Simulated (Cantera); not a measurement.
## Transport properties of process gases

Gas mixture: 29.4 % N2O, 22.3 % NO, 27.9 % H2O, 20.5 % O2, at 0.00190 bar, frozen composition.

Cantera's kinetic-theory transport with the Lennard-Jones parameters of GRI-Mech 3.0, ideal gas; thermal conductivity in the mixture-averaged form. Polar gases are described roughly by these parameters. The composition is frozen, though it would react at the higher temperatures.

| T (K) | ρ (kg/m³) | cp (J/kg/K) | μ (µPa s) | λ (mW/m/K) | Pr | D (cm²/s) NO | D (cm²/s) CH4 | D (cm²/s) H2 |
|---|---|---|---|---|---|---|---|---|
| 400 | 0.00178 | 1120 | 20.1 | 31.6 | 0.713 | 169 | 187 | 670 |
| 650 | 0.00110 | 1237 | 30.0 | 52.3 | 0.710 | 399 | 444 | 1530 |
| 900 | 0.000792 | 1330 | 38.6 | 72.7 | 0.706 | 697 | 779 | 2650 |
| 1150 | 0.000620 | 1400 | 46.3 | 92.4 | 0.701 | 1060 | 1180 | 3990 |
| 1400 | 0.000509 | 1455 | 53.3 | 111 | 0.697 | 1470 | 1650 | 5540 |
| 1650 | 0.000432 | 1500 | 59.9 | 129 | 0.694 | 1930 | 2170 | 7270 |
| 1900 | 0.000375 | 1537 | 66.1 | 147 | 0.692 | 2450 | 2750 | 9190 |
D: mixture-averaged diffusion coefficient of that species in the mixture.
